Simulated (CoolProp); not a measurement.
Vapour-liquid equilibrium of ethanol (1) + dimethyl carbonate (2) at 173.35 °C; x and y are mole fractions of (1).

Values from CoolProp's multi-fluid Helmholtz-energy mixture model, Schroeder 2014 and Zhou 2011; pair parameters Bell 2016.

Question: Give the bubble pressure and the first vapour's composition at x = 0.125, 0.5, 0.575. Is there an azeotrope?

Answer: x = 0.125: 1.082 MPa, y = 0.298; x = 0.5: 1.535 MPa, y = 0.645; x = 0.575: 1.588 MPa, y = 0.690. y crosses x between x = 0.875 and 0.95: the model has an azeotrope there.

Pair parameters are fitted to limited data, so mixtures are less certain than the pure fluids.
